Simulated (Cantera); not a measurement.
Input (Python, Cantera) and output of one run.

```python
import numpy as np
import cantera as ct

gas_names = """
    AL ALH ALN AL2 H H2 N NH NH2 NH3 N2 N2H2 N2H4
""".split()
cond_names = """
    AL(cr) AL(L) ALN(s)
""".split()


# ... load() reads the species with a 1 bar reference pressure and builds the phases ...
atoms = {
    'Al': {'AL': 1},
    'N2': {'N': 2},
    'H2': {'H': 2},
}
top_T = {'ALN(s)': 2750}  # K; cautious upper limits of use, not melting points


# ... equilibrate(T, P, feed) seeds the gas with the atoms and calls Mixture.equilibrate('TP', solver="vcs", rtol=1e-11, max_steps=5000) ...
results = []
feed = {'Al': 1, 'N2': 0.8, 'H2': 74}  # mol
T = 1648  # K
P = 1000  # Pa
mix = equilibrate(T, P, feed)
results.append((T, P, feed, dict(zip(mix.species_names, mix.species_moles))))
print(gas.report(threshold=0.001))
for i in range(1, mix.n_phases):
    print(f"{mix.phase(i).name:16s} {mix.phase_moles(i):12.5e} mol")
```

Result:

```
       temperature   1648 K
          pressure   1000 Pa
           density   0.000155 kg/m^3
  mean mol. weight   2.1239 kg/kmol
   phase of matter   gas

                          1 kg             1 kmol
                     ---------------   ---------------
          enthalpy        1.9488e+07        4.1389e+07  J
   internal energy        1.3036e+07        2.7687e+07  J
           entropy        1.0395e+05        2.2078e+05  J/K
    Gibbs function       -1.5182e+08       -3.2245e+08  J
 heat capacity c_p             15507             32934  J/K
 heat capacity c_v             11592             24620  J/K

                      mass frac. Y      mole frac. X     chem. pot. / RT
                     ---------------   ---------------   ---------------
                H2            0.9444           0.99492           -23.491
                N2          0.053893         0.0040858           -36.412
     [  +11 minor]         0.0017092        0.00098937

AL(L)             0.00000e+00 mol
ALN(s)            9.92484e-01 mol
```

These are equilibrium values from Cantera (NASA tables, ideal gas, pure condensed phases), not measurements of a reactor.
